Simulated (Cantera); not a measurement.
# Stirred combustor or abatement burner

A perfectly stirred reactor is fed with CH4 : O2 : N2 = 1 : 1.33 : 5.01 (molar parts), equivalence ratio 1.5, at 9.87 atm; it is adiabatic with a 625 K inlet, and is followed from long to short residence time, starting on the burning branch (τ in s: 0.099, 0.032, 0.011, 0.0035, 0.0011, 0.00037, 0.00012, 3.9e-05, 1.3e-05, 4.2e-06).

Model: GRI-Mech 3.0 (53 species, 325 reactions), integrated in Cantera.

| τ (s) | T (K) | x CH4 | x O2 | x H2 | x CO | x CH2O | x NO | x C2H6 |
|---|---|---|---|---|---|---|---|---|
| 0.099 | 2137 | 0.000242 | 2.50e-5 | 0.0788 | 0.0874 | 7.63e-7 | 3.98e-5 | 1.15e-8 |
| 0.032 | 2139 | 0.000632 | 7.41e-5 | 0.0776 | 0.0867 | 2.08e-6 | 5.48e-5 | 8.24e-8 |
| 0.011 | 2142 | 0.00137 | 0.000204 | 0.0750 | 0.0850 | 5.08e-6 | 6.14e-5 | 4.24e-7 |
| 0.0035 | 2145 | 0.00263 | 0.000588 | 0.0701 | 0.0817 | 1.24e-5 | 5.35e-5 | 1.86e-6 |
| 0.0011 | 2142 | 0.00437 | 0.00166 | 0.0633 | 0.0773 | 2.90e-5 | 3.75e-5 | 6.71e-6 |
| 0.00037 | 2122 | 0.00666 | 0.00436 | 0.0564 | 0.0735 | 6.44e-5 | 2.14e-5 | 2.19e-5 |
| 0.00012 | 2032 | 0.0121 | 0.0141 | 0.0483 | 0.0710 | 0.000177 | 5.16e-6 | 0.000113 |
| 3.9e-5 | 625 | 0.136 | 0.181 | <1e-12 | <1e-12 | <1e-12 | <1e-12 | <1e-12 |
| 1.3e-5 | 625 | 0.136 | 0.181 | <1e-12 | <1e-12 | <1e-12 | <1e-12 | <1e-12 |
| 4.2e-6 | 625 | 0.136 | 0.181 | <1e-12 | <1e-12 | <1e-12 | <1e-12 | <1e-12 |
x: mole fraction; the columns are a selection and need not sum to one.
